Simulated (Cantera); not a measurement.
## Stirred combustor or abatement burner

A perfectly stirred reactor is fed with C2H6 : O2 : N2 : H2O = 1 : 4.43 : 16.7 : 0.47 (molar parts), equivalence ratio 0.79, at 3.90 bar; it is adiabatic with a 450 K inlet, and is followed from long to short residence time, starting on the burning branch (τ in s: 0.1, 0.047, 0.022, 0.01, 0.0048, 0.0022, 0.001, 0.00048, 0.00022, 0.0001, 4.8e-05, 2.2e-05).

Cantera simulation using GRI-Mech 3.0 (53 species, 325 reactions); the numbers are that mechanism's predictions, not measurements.

| τ (s) | T (K) | x C2H6 | x O2 | x NO2 | x CH3 | x C2H4 | x H | x OH |
|---|---|---|---|---|---|---|---|---|
| 0.10 | 2096 | 1.58e-7 | 0.0398 | 8.95e-7 | 3.89e-7 | 4.99e-7 | 2.81e-5 | 0.00195 |
| 0.047 | 2094 | 3.26e-7 | 0.0400 | 5.61e-7 | 7.51e-7 | 1.02e-6 | 3.38e-5 | 0.00206 |
| 0.022 | 2091 | 6.59e-7 | 0.0402 | 3.73e-7 | 1.36e-6 | 2.04e-6 | 4.57e-5 | 0.00225 |
| 0.010 | 2085 | 1.33e-6 | 0.0404 | 2.68e-7 | 2.33e-6 | 3.99e-6 | 7.21e-5 | 0.00257 |
| 0.0048 | 2076 | 2.47e-6 | 0.0408 | 2.09e-7 | 3.62e-6 | 7.07e-6 | 0.000122 | 0.00301 |
| 0.0022 | 2061 | 4.66e-6 | 0.0413 | 1.59e-7 | 5.74e-6 | 1.22e-5 | 0.000223 | 0.00359 |
| 0.0010 | 2038 | 8.73e-6 | 0.0423 | 1.16e-7 | 9.58e-6 | 1.99e-5 | 0.000413 | 0.00426 |
| 0.00048 | 2008 | 1.57e-5 | 0.0436 | 8.35e-8 | 1.65e-5 | 2.99e-5 | 0.000705 | 0.00486 |
| 0.00022 | 1966 | 3.02e-5 | 0.0457 | 5.85e-8 | 3.16e-5 | 4.48e-5 | 0.00117 | 0.00537 |
| 0.00010 | 1906 | 6.30e-5 | 0.0492 | 3.94e-8 | 6.56e-5 | 7.00e-5 | 0.00174 | 0.00549 |
| 4.8e-5 | 1820 | 0.000156 | 0.0557 | 2.35e-8 | 0.000153 | 0.000136 | 0.00206 | 0.00468 |
| 2.2e-5 | 450 | 0.0442 | 0.196 | <1e-12 | <1e-12 | <1e-12 | <1e-12 | <1e-12 |
x: mole fraction; the columns are a selection and need not sum to one.
